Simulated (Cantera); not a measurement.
A closed system holds: 1 mol BN, 0.48 mol H2, equilibrated at 2673 K and 75.0 Torr.

Equilibrium computed with Cantera from the NASA thermochemical tables; the gas is ideal and each condensed phase is pure. Candidate condensed phases: B, BN; 15 gas species. The tables' values for BH2 are old estimates; treat these amounts as uncertain. The numbers say what is thermodynamically allowed, not how fast it happens.

Base state: N2 0.481, H2 0.408, H 0.104, B 0.00408, BH2 0.00245, BH 0.000295, BN 0.000262 (mole fractions); condensed: B(l).

What changes in the equilibrium state with this change: H2 from 0.48 to 0.026 mol?


| species | before | after |
|---|---|---|
| N2 | 0.481 | 0.932 |
| H2 | 0.408 | 0.0334 |
| H | 0.104 | 0.0296 |
| B | 0.00408 | 0.00408 |
| BH2 | 0.00245 | 0.000201 |
| BH | 0.000295 | 8.46e-5 |
| BN | 0.000262 | 0.000364 |
| B(l), mol | 0.993 | 0.997 |

What changes in the equilibrium state with this change: BN replaced by TiC?


```tsv
species	before	after
H2	0.408	0.849
H	0.104	0.149
Ti	0	0.000834
N2	0.481	0
B	0.00408	0
BH2	0.00245	0
C2H2 (acetylene)	0	0.000404
BH	0.000295	0
BN	0.000262	0
B(l), mol	0.993	0
TiC(s), mol	0	1.000
```
TiC: taken at fixed stoichiometry. Further candidate phases: C, C6H6, C7H8, C8H18, Ti, TiC.
